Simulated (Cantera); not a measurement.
A closed system holds: 1 mol SiC, 0.0019 mol O2, 730 mol H2, equilibrated at 0.00320 bar.

Method: chemical equilibrium by Gibbs-energy minimisation in Cantera with the NASA 1993 tables (ideal gas, pure condensed phases). Candidate condensed phases: C, C6H6, C7H8, C8H18, H2O, Si, SiC, SiO2; 123 gas species. Mutual solubility and eutectic melting of coexisting phases are not modelled. Equilibrium is a limit: real reactors are often held back by kinetics, nucleation or transport.

x: gas mole fraction; n: condensed amount in mol.

```
T (K)   x H2         x H        x Si  x C2H2 (acetylene)    n SiC(s)  n SiO2(β-quartz)
-----  -----  ----------  ----------  ------------------  ----------  ----------------
1073   1.000     2.48e-7      <1e-12            1.19e-12       0.998           0.00140
1223   1.000  (withheld)  (withheld)          (withheld)       0.998                 0
1373   1.000     5.89e-5     1.69e-8             1.60e-9       0.998                 0
1523   1.000    0.000408     8.29e-7             3.46e-8       0.997                 0
1673   0.998     0.00201     8.46e-6             2.42e-6       0.992                 0
1823   0.992     0.00763     8.24e-5             4.21e-5       0.933                 0
1973   0.975  (withheld)  (withheld)          (withheld)  (withheld)                 0
2123   0.937      0.0614     0.00123            0.000619           0                 0
2273   0.860       0.138     0.00122            0.000599           0                 0
```

### Question
Complete the blanks.

### Answer

- 1973, x H: 0.0236
- 1973, x Si: 0.000659
- 1973, x C2H2 (acetylene): 0.000344
- 1973, n SiC(s): 0.455
- 1223, x H: 5.32e-6
- 1223, x Si: 1.05e-10
- 1223, x C2H2 (acetylene): 5.41e-11
